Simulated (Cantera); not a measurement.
Mixture: CH₄ : C₂H₆ : O₂ : N₂ : H₂O = 1 : 0.21 : 1.37 : 5.14 : 0.45 (molar parts), equivalence ratio 2.0, at 225 Torr, adiabatic and at constant pressure. Ignition delay is the time to a rise of 400 K.

Detailed kinetics in Cantera: GRI-Mech 3.0 (53 species, 325 reactions).

What does this change do: constant volume in place of constant pressure?


```csv
quantity,before,after
delay at 1075 K,52.6 ms,49.6 ms
delay at 1125 K,21.6 ms,20.2 ms
delay at 1175 K,10.5 ms,9.69 ms
delay at 1225 K,5.87 ms,5.36 ms
delay at 1275 K,3.57 ms,3.23 ms
delay at 1325 K,2.27 ms,2.03 ms
delay at 1375 K,1.47 ms,1.30 ms
apparent activation energy between 1275 and 1375 K,130 kJ/mol,130 kJ/mol
```
